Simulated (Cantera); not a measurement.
Premixed flame

A freely propagating, adiabatic, planar premixed flame of 13.4 % CH₄, 17.8 % O₂, 66.9 % N₂, 2.00 % H₂O, unburnt at 700 K and 1.00 bar; multicomponent transport, grid criteria slope 0.08 and curve 0.16, no radiation.

Cantera simulation using GRI-Mech 3.0 (53 species, 325 reactions); the numbers are that mechanism's predictions, not measurements. Burning velocities carry a grid error of a few per cent, more on coarse grids.

```tsv
z (mm)	T (K)	u (m/s)	x CH₄	x O₂	x H₂O	x CH₂O	x C₂H	x C₂H₂
-1.79	701	0.740	0.133	0.177	0.0201	3.82e-7	<1e-8	1.22e-7
-1.19	707	0.752	0.131	0.175	0.0210	5.60e-6	<1e-8	1.81e-6
-0.893	726	0.778	0.129	0.173	0.0235	2.60e-5	<1e-8	8.65e-6
-0.595	823	0.895	0.120	0.163	0.0357	0.000184	<1e-8	6.88e-5
-0.298	1206	1.34	0.0842	0.124	0.0819	0.000890	<1e-8	0.000535
-0.149	1550	1.75	0.0489	0.0820	0.124	0.00102	3.73e-8	0.00134
0	1870	2.15	0.0165	0.0364	0.165	0.000502	1.01e-6	0.00270
0.149	2037	2.35	0.00386	0.0115	0.184	0.000164	2.69e-6	0.00253
0.298	2097	2.42	0.00111	0.00329	0.188	5.52e-5	2.16e-6	0.00158
0.595	2129	2.45	0.000222	0.000345	0.186	1.04e-5	7.90e-7	0.000606
1.19	2141	2.47	3.86e-5	2.93e-5	0.184	1.44e-6	1.50e-7	0.000138
2.38	2147	2.47	4.46e-6	1.53e-5	0.183	1.31e-7	1.37e-8	1.51e-5
4.76	2151	2.48	2.54e-7	9.92e-6	0.183	<1e-8	<1e-8	7.27e-7
```
x: mole fraction of selected species; z is measured from the peak of heat release.

The laminar burning velocity is 73.6 cm/s, the thermal thickness is 0.595 mm and the peak x(CH₂O) is 0.00107. The peak x(C₂H) is 2.72e-6 and the peak x(C₂H₂) is 0.00288. The grid points is 135.
